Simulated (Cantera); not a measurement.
A closed system holds: 1 mol C₂H₆, 0.035 mol CO₂, 11 mol H₂, held at 1 atm.

These are equilibrium values from Cantera (NASA tables, ideal gas, pure condensed phases), not measurements of a reactor. Candidate condensed phases: C, C₆H₆, C₇H₈, C₈H₁₈, H₂O; 131 gas species. Ions and electrons are included (thermal ionisation). Equilibrium is a limit: real reactors are often held back by kinetics, nucleation or transport. All values below are at 4000 K.

Base state: H 0.736, H₂ 0.216, C 0.0136, C₂H 0.00955, C₃ 0.00909, C₂H₂ (acetylene) 0.00574, C₂ 0.00503, CO 0.00298 (mole fractions); condensed: gas only.

What changes in the equilibrium state with this change: CO₂ from 0.035 to 0.94 mol?


| species | before | after |
|---|---|---|
| H | 0.736 | 0.704 |
| H₂ | 0.216 | 0.197 |
| CO | 0.00298 | 0.0745 |
| C | 0.0136 | 0.00993 |
| C₅ | 7.86e-5 | 1.61e-5 |
| C₄H₂ | 6.27e-5 | 1.61e-5 |
